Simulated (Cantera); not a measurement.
An isothermal, constant-pressure homogeneous reactor starts with C2H6 : N2 = 1 : 10 (molar parts), at 1050 K and 13300 Pa. Integrator tolerance rtol = 1e-08.

Computed with Cantera and GRI-Mech 3.0 (53 species, 325 reactions). GRI-Mech 3.0 stops at C3 and has no aromatics, soot or wall deposition, so with more carbon than oxygen in the feed, carbon stays in small species such as C2H2 where larger ones or solid carbon would form.

What does this change do: N2 10 to 21 parts?


```json
[
 {"quantity": "x(C2H6) at 100 s", "before": "0.000754 (gas-phase equilibrium 5.79e-5)", "after": "0.000207 (gas-phase equilibrium 1.68e-5)"},
 {"quantity": "x(CH3) at 100 s", "before": "2.95e-7 (gas-phase equilibrium 1.85e-7)", "after": "1.42e-7 (gas-phase equilibrium 9.97e-8)"},
 {"quantity": "x(H2) at 100 s", "before": "0.0919 (gas-phase equilibrium 0.0321)", "after": "0.0539 (gas-phase equilibrium 0.0242)"},
 {"quantity": "x(C2H) at 100 s", "before": "1.00e-12 (gas-phase equilibrium <1e-12)", "after": "<1e-12 (gas-phase equilibrium <1e-12)"},
 {"quantity": "x(C2H2) at 100 s", "before": "0.0224 (gas-phase equilibrium 0.0153)", "after": "0.0157 (gas-phase equilibrium 0.00781)"}
]
```

What does this change do: C2H6 1 to 0.68 parts?


```
quantity                                            before                                     after
----------------  ----------------------------------------  ----------------------------------------
x(C2H6) at 100 s  0.000754 (gas-phase equilibrium 5.79e-5)  0.000393 (gas-phase equilibrium 3.11e-5)
x(CH3) at 100 s    2.95e-7 (gas-phase equilibrium 1.85e-7)   2.04e-7 (gas-phase equilibrium 1.36e-7)
x(H2) at 100 s       0.0919 (gas-phase equilibrium 0.0321)     0.0703 (gas-phase equilibrium 0.0278)
x(C2H) at 100 s    1.00e-12 (gas-phase equilibrium <1e-12)     <1e-12 (gas-phase equilibrium <1e-12)
x(C2H2) at 100 s     0.0224 (gas-phase equilibrium 0.0153)     0.0189 (gas-phase equilibrium 0.0109)
```
